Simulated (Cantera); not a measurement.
Charge: 1 mol Fe2O3, 0.12 mol O2, 27 mol N2, equilibrated at 1600 K and 750 Torr.

Cantera equilibrium calculation (NASA polynomials, part measured and part estimated; ideal gas, pure solids and liquids). Candidate condensed phases: Fe, FeO, Fe2O3, Fe3O4; 11 gas species. Kinetics and transport are ignored.

Base state: N2 0.989, O2 0.0103, NO 0.000479 (mole fractions); condensed: Fe3O4(s).

Problem. What changes in the equilibrium state with this change: temperature from 1600 K to 1450 K?

Solution. 
| species | before | after |
|---|---|---|
| N2 | 0.989 | 0.995 |
| O2 | 0.0103 | 0.00435 |
| NO | 0.000479 | 0.000154 |
| Fe3O4(s), mol | 0.667 | 0 |
| Fe2O3(s), mol | 0 | 1.00 |

Problem. What changes in the equilibrium state with this change: O2 from 0.12 to 8.2 mol?

Solution. 
| species | before | after |
|---|---|---|
| N2 | 0.989 | 0.766 |
| O2 | 0.0103 | 0.232 |
| NO | 0.000479 | 0.00201 |
| Fe3O4(s), mol | 0.667 | 0 |
| Fe2O3(s), mol | 0 | 1.00 |
